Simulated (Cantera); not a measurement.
Input (Python, Cantera) and output of one run.

```python
import numpy as np
import cantera as ct

gas_names = """
    CL CL2 H HCL H2 N NH NH2 NH3 N2 N2H2 N2H4 Si SiCL SiCL2 SiCL3 SiCL4 SiH SiHCL3 SiH2 SiH2CL2 SiH3
    SiH3CL SiH4 SiN Si2 Si2N Si3
""".split()
cond_names = """
    NH4CL(a) NH4CL(b) Si(cr) Si(L) Si3N4(a)
""".split()


def load(file, names, dense=False):
    # The tables refer to 1 bar. Condensed volumes are neglected.
    table = {s.name: s for s in ct.Species.list_from_file(file)}
    out = []
    for n in names:
        d = dict(table[n].input_data)
        d["thermo"] = dict(d["thermo"], **{"reference-pressure": 1e5})
        if dense:
            d["equation-of-state"] = {"model": "constant-volume", "density": "1e6 g/cm^3"}
        out.append(ct.Species.from_dict(d))
    return out


gas = ct.Solution(thermo="ideal-gas", species=load("nasa_gas.yaml", gas_names))
cond = {s.name: ct.Solution(thermo="fixed-stoichiometry", species=[s], name=s.name)
        for s in load("nasa_condensed.yaml", cond_names, dense=True)}
atoms = {
    'SiCl4': {'Si': 1, 'CL': 4},
    'HCl': {'H': 1, 'CL': 1},
    'N2': {'N': 2},
}
top_T = {'Si3N4(a)': 2400}  # K; cautious upper limits of use, not melting points


def equilibrate(T, P, feed):
    n = {}
    for name, mol in feed.items():
        for a, k in atoms[name].items():
            n[a] = n.get(a, 0.0) + k * mol
    gas.TPX = T, P, n
    mass = sum(n.values()) * gas.mean_molecular_weight
    gas.equilibrate("TP")
    valid = [c for c in cond.values() if c.min_temp <= T <= top_T.get(c.name, c.max_temp)]
    mix = ct.Mixture([(gas, mass / gas.mean_molecular_weight)] + [(c, 0.0) for c in valid])
    mix.T, mix.P = T, P
    mix.equilibrate("TP", solver="vcs", rtol=1e-11, max_steps=5000)
    return mix


results = []
feed = {'SiCl4': 1, 'HCl': 1.8, 'N2': 12}  # mol
P = 44000  # Pa
for T in [1000, 1075, 1150, 1225, 1300, 1375, 1450, 1525, 1600, 1675]:
    mix = equilibrate(T, P, feed)
    results.append((T, P, feed, dict(zip(mix.species_names, mix.species_moles))))

top = {s: max(r[3][s] / sum(r[3][g] for g in gas_names) for r in results) for s in gas_names}
cols = sorted((s for s in top if top[s] > 0.001), key=lambda s: -top[s])[:6]
seen = [c for c in cond_names if any(r[3].get(c, 0) > 1e-12 for r in results)]
print("log10 of partial pressures in bar; condensed amounts in mol")
print(f"{'T/K':>10s}" + "".join(f"{s[:9]:>10s}" for s in cols + seen))
for T, P, feed, n in results:
    ng = sum(n[g] for g in gas_names)
    print(f"{T:10.4g}" + "".join(f"{np.log10(max(n[s] / ng * P / 1e5, 1e-99)):10.3f}" for s in cols)
          + "".join(f"{n.get(c, 0):10.4g}" for c in seen))
```

It prints:

```
log10 of partial pressures in bar; condensed amounts in mol
       T/K        N2       HCL     SiCL4        CL     SiCL3
      1000    -0.448    -1.272    -1.527    -6.707    -7.406
      1075    -0.448    -1.272    -1.527    -6.097    -6.583
      1150    -0.448    -1.272    -1.527    -5.564    -5.870
      1225    -0.448    -1.272    -1.527    -5.086    -5.255
      1300    -0.448    -1.272    -1.527    -4.649    -4.727
      1375    -0.448    -1.272    -1.528    -4.244    -4.272
      1450    -0.448    -1.272    -1.529    -3.869    -3.877
      1525    -0.448    -1.272    -1.532    -3.524    -3.530
      1600    -0.448    -1.272    -1.537    -3.206    -3.224
      1675    -0.449    -1.273    -1.546    -2.913    -2.954
```

These are equilibrium values from Cantera (NASA tables, ideal gas, pure condensed phases), not measurements of a reactor. The tables' values for SiCl3 are old estimates; treat these amounts as uncertain.
